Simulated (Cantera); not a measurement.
An adiabatic, constant-pressure homogeneous reactor starts with H2 : O2 : N2 = 1 : 0.278 : 1.04 (molar parts), equivalence ratio 1.8, at 1325 K and 1.01 bar. Integrator tolerance rtol = 1e-08.

Detailed kinetics in Cantera: the H2/O2 subset of GRI-Mech 3.0, which has no nitrogen chemistry.

Q: What does this change do: pressure from 1.01 bar to 5.00 bar?

A: 
| quantity | before | after |
|---|---|---|
| time of steepest temperature rise | 26.6 µs | 6.30 µs |
| temperature at 5.00 s | 2753 K | 2849 K |
| equilibrium temperature | 2753 K | 2849 K |
| x(H2) at 5.00 s | 0.204 (gas-phase equilibrium 0.204) | 0.209 (gas-phase equilibrium 0.209) |
| x(O2) at 5.00 s | 0.000505 (gas-phase equilibrium 0.000505) | 0.000217 (gas-phase equilibrium 0.000217) |
| x(O) at 5.00 s | 0.00101 (gas-phase equilibrium 0.00101) | 0.000435 (gas-phase equilibrium 0.000435) |
| x(H2O2) at 5.00 s | 6.64e-8 (gas-phase equilibrium 6.64e-8) | 1.17e-7 (gas-phase equilibrium 1.17e-7) |
| x(HO2) at 5.00 s | 4.51e-7 (gas-phase equilibrium 4.51e-7) | 4.41e-7 (gas-phase equilibrium 4.41e-7) |
The hydrogen kinetics of GRI-Mech 3.0 are dated; newer H2 mechanisms differ, most at raised pressure.
